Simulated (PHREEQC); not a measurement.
Solution A (150 mmol/kgw Cu(NO3)2, 8.2 mmol/kgw H2SO4 and 13 mmol/kgw Na2SO4) is mixed with solution B (0.02 mol/kgw H2SO4 and 0.043 mol/kgw NiSO4) at 25 °C; shares are by mass of water, 1 kg in all. Oxygen alone is held at its pressure in air (log pO2 = -0.68). No CO2 enters from the air. The run lets Cu(OH)2, Brochantite, Antlerite, Cu2(OH)3NO3, Ni(OH)2, Ni4(OH)6SO4, Mirabilite, Chalcanthite, Morenosite precipitate or redissolve, and no other solid.

Equilibrium calculation in PHREEQC: ion-association model, wateq4f.dat.

| share of solution B | pH | Cu+2 (mol/kgw) | Ni+2 (mol/kgw) | SO4-2 (mol/kgw) |
|---|---|---|---|---|
| 0 | 1.97 | 0.139 | 0 | 0.00776 |
| 0.1 | 1.93 | 0.123 | 0.00390 | 0.00927 |
| 0.2 | ? | 0.107 | 0.00765 | 0.0108 |
| 0.3 | ? | 0.0912 | 0.0112 | 0.0124 |
| 0.4 | ? | 0.0760 | 0.0146 | 0.0140 |
| 0.6 | 1.80 | 0.0470 | 0.0205 | 0.0175 |
| 0.7 | 1.78 | ? | 0.0229 | 0.0194 |
| 0.8 | 1.78 | ? | 0.0249 | 0.0216 |
| 0.9 | 1.78 | ? | 0.0262 | 0.0241 |
| 1 | 1.78 | 0 | 0.0267 | 0.0270 |

Complete the blanks.


- 0.2, pH: 1.89
- 0.3, pH: 1.86
- 0.4, pH: 1.83
- 0.7, Cu+2 (mol/kgw): 0.0335
- 0.8, Cu+2 (mol/kgw): 0.0210
- 0.9, Cu+2 (mol/kgw): 0.00976
